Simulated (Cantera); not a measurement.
Diamond growth

A diamond (100) surface in a fixed gas of H2 with x(CH4) = 0.003, x(H) = 0.016, x(CH3) = 7.2e-05, at 1250 K; coverages are run to steady state.

Cantera simulation using the Harris–Goodwin 1993 mechanism for the reconstructed diamond (100) surface; the numbers are that mechanism's predictions, not measurements.

```tsv
P (Pa)	growth (µm/h)	θ c6HH	θ c6H*	θ c6*H	θ c6**	θ c6HM
1300	0.223	0.407	0.0439	0.511	0.0380	0.000114
2000	0.427	0.407	0.0439	0.511	0.0380	0.000165
3100	0.840	0.407	0.0439	0.511	0.0380	0.000234
4800	1.64	0.407	0.0440	0.511	0.0381	0.000321
7400	3.15	0.407	0.0441	0.510	0.0381	0.000421
11000	5.56	0.407	0.0442	0.510	0.0381	0.000519
18000	10.9	0.406	0.0444	0.510	0.0382	0.000637
27000	18.2	0.406	0.0447	0.509	0.0382	0.000724
```
θ: site fractions in the mechanism's names (c6HH fully hydrogenated, c6H* and c6*H radical sites, c6** diradical, c6HM methylated).
